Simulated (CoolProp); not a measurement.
Vapour-liquid equilibrium of dimethyl ether (1) + chloromethane (R40) (2) at 1590 kPa; x and y are mole fractions of (1).

The numbers come from the multi-fluid Helmholtz-energy mixture model, Wu 2011 and Thol 2014; pair parameters Bell 2016 in CoolProp.

Problem. Give the bubble temperature and the first vapour's composition at x = 0.05, 0.8, 0.95. Is there an azeotrope?

Solution. x = 0.05: 65.1 °C, y = 0.045; x = 0.8: 65.6 °C, y = 0.814; x = 0.95: 64.6 °C, y = 0.956. y crosses x between x = 0.35 and 0.5: the model has an azeotrope there.

The pair parameters rest on a limited set of measurements; away from them the model extrapolates.
